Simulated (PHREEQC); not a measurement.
Copper plating or etch bath: speciation

A solution holds 2.1 mmol/kgw Cu(BF4)2 and 7.2 mmol/kgw HBF4, at 20 °C. It is in equilibrium with CO2 at log p = -1 (atm). Otherwise closed; pH follows from the charge balance.

The numbers come from PHREEQC with the ion-association model, wateq4f.dat.

| Property | Result |
|---|---|
| pH | 2.22 |
| ionic strength | 0.0129 mol/kgw |
| total alkalinity | -41.4 meq/kg |

```json
[
 {"species": "BF4-", "molality": "0.00937", "activity": "0.00830", "log γ": "-0.053"},
 {"species": "H+", "molality": "0.00665", "activity": "0.00602", "log γ": "-0.043"},
 {"species": "HF", "molality": "0.00510", "activity": "0.00512", "log γ": "0.001"},
 {"species": "CO2", "molality": "0.00391", "activity": "0.00392", "log γ": "0.001"},
 {"species": "Cu+2", "molality": "0.00208", "activity": "0.00135", "log γ": "-0.188"},
 {"species": "H3BO3", "molality": "0.00128", "activity": "0.00128", "log γ": "0.001"},
 {"species": "F-", "molality": "0.000697", "activity": "0.000620", "log γ": "-0.051"},
 {"species": "BF3OH-", "molality": "0.000612", "activity": "0.000543", "log γ": "-0.053"},
 {"species": "BF2(OH)2-", "molality": "0.000136", "activity": "0.000121", "log γ": "-0.053"},
 {"species": "H2F2", "molality": "8.13e-5", "activity": "8.15e-5", "log γ": "0.001"},
 {"species": "CuF+", "molality": "1.63e-5", "activity": "1.45e-5", "log γ": "-0.050"},
 {"species": "HF2-", "molality": "1.31e-5", "activity": "1.17e-5", "log γ": "-0.051"},
 {"species": "BF(OH)3-", "molality": "3.39e-7", "activity": "3.00e-7", "log γ": "-0.053"}
]
```

No solid was allowed to form. Species that the database lacks are ignored. Real BF4- forms and hydrolyses slowly; the run takes it at equilibrium.
